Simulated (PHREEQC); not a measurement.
Consider water at 25 °C with 0.065 mol HF, 0.00043 mol NaF and 5.3e-05 mol H4SiO4 per kg of water. Closed to the air; pH follows from the charge balance.

Computed with PHREEQC (ion-association model, wateq4f.dat).

This is a speciation only: nothing precipitates in the calculation.

Q: Order these F species by the share of F that they hold, largest first: HF, HF2-, H2F2, SiF6-2, F-.

A: HF (71 %), H2F2 (17 %), F- (8.7 %), HF2- (3.1 %), SiF6-2 (0.49 %)

The pH is 2.23 and the ionic strength 0.00688 mol/kgw. wateq4f.dat counts part of the HF as a dimer, H2F2, which phreeqc.dat doesn't know; its constant is uncertain. SiF6-2 is the database's only silicon fluoride.
